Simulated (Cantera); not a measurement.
Charge: 1 mol PbO, 1.9 mol CH₄, 1.1 mol N₂, held at 2025 K and 0.180 bar.

These are equilibrium values from Cantera (NASA tables, ideal gas, pure condensed phases), not measurements of a reactor. Candidate condensed phases: C, C₆H₆, C₇H₈, C₈H₁₈, H₂O, Pb, PbO, PbO₂, Pb₃O₄; 139 gas species. Kinetics and transport are ignored.

Base state: H₂ 0.545, N₂ 0.157, CO 0.145, Pb 0.145, HCN 0.00475, H 0.00335, C₂H₂ (acetylene) 0.000493, HNC 0.000282 (mole fractions); condensed: C(graphite).

Q: What changes in the equilibrium state with this change: temperature from 2025 K to 2600 K?

A: 
| species | before | after |
|---|---|---|
| H₂ | 0.545 | 0.481 |
| N₂ | 0.157 | 0.141 |
| CO | 0.145 | 0.140 |
| H | 0.00335 | 0.0627 |
| HCN | 0.00475 | 0.0234 |
| Pb | 0.145 | 0.140 |
| C₃ | <1e-9 | 1.23e-5 |
| C₂H | 6.17e-8 | 8.95e-5 |
| C₄H₂ | 1.80e-7 | 5.24e-5 |
| CN | 7.27e-7 | 0.000203 |
| C(graphite), mol | 0.858 | 0.595 |

Q: What changes in the equilibrium state with this change: N₂ from 1.1 to 0.3 mol?

A: 
```tsv
species	before	after
H₂	0.545	0.618
CO	0.145	0.164
Pb	0.145	0.164
N₂	0.157	0.0476
HNC	0.000282	0.000166
HCN	0.00475	0.00279
CH₄	2.13e-5	2.73e-5
Pb₂	1.75e-5	2.23e-5
C₂H₂ (acetylene)	0.000493	0.000559
C(graphite), mol	0.858	0.875
```
